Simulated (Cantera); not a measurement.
# Iron carbonyl, mercury and lead vapours: Hg + O2 + H2

A closed system holds: 1 mol Hg, a varied amount of O2, 0.66 mol H2, at 1150 °C and 0.0160 bar.

Cantera equilibrium calculation (NASA polynomials, part measured and part estimated; ideal gas, pure solids and liquids). Candidate condensed phases: H2O, Hg, HgO; 10 gas species. Equilibrium is a limit: real reactors are often held back by kinetics, nucleation or transport.

From 0.019 mol O2 to 0.92 mol O2 nothing is condensed. The main Hg-bearing gas is Hg throughout.

```tsv
n(O2) (mol)	log p Hg	log p H2	log p H2O	log p O2
0.019	-2.02	-2.22	-3.44	<-13
0.035	-2.02	-2.25	-3.17	<-13
0.068	-2.02	-2.30	-2.88	-13.56
0.13	-2.02	-2.41	-2.60	-12.76
0.25	-2.02	-2.81	-2.32	-11.40
0.48	-2.05	-6.99	-2.23	-2.88
0.92	-2.15	-7.33	-2.33	-2.38
```
log p: log10 of the partial pressure in bar; nothing condenses.
